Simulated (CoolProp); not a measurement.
Vapour-liquid equilibrium of hydrogen sulfide (1) + toluene (2) at 331 K; x and y are mole fractions of (1).

Values from CoolProp's multi-fluid Helmholtz-energy mixture model, Lemmon 2006 and Lemmon 2006; pair parameters Bell 2016.

**Question.** Give the bubble pressure and the first vapour's composition at x = 0.2, 0.65, 0.95. Is there an azeotrope?

**Answer.** x = 0.2: 0.6786 MPa, y = 0.975; x = 0.65: 2.293 MPa, y = 0.994; x = 0.95: 3.861 MPa, y = 0.999. No azeotrope shows between x = 0.05 and 0.95.

The pair parameters rest on a limited set of measurements; away from them the model extrapolates.
